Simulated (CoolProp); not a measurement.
Vapour-liquid equilibrium of isobutane (1) + isobutene (2) at 250.3 K; x and y are mole fractions of (1).

The numbers come from the multi-fluid Helmholtz-energy mixture model, Bücker 2006 and Lemmon 2005; pair parameters Bell 2016 in CoolProp.

```csv
x,bubble pressure (MPa),y at the bubble point,dew pressure at overall composition x (MPa),liquid density (mol/L)
0.05,0.05293,0.065,0.05274,11.42
0.15,0.05454,0.186,0.05407,11.31
0.25,0.05602,0.298,0.05539,11.20
0.35,0.05738,0.402,0.05671,11.09
0.45,0.05865,0.502,0.05800,10.98
0.55,0.05982,0.597,0.05925,10.87
0.65,0.06092,0.689,0.06046,10.77
0.75,0.06193,0.780,0.06161,10.67
0.85,0.06288,0.868,0.06269,10.57
0.95,0.06376,0.956,0.06370,10.47
```

No azeotrope shows between x = 0.05 and 0.95.

Pair parameters are fitted to limited data, so mixtures are less certain than the pure fluids.
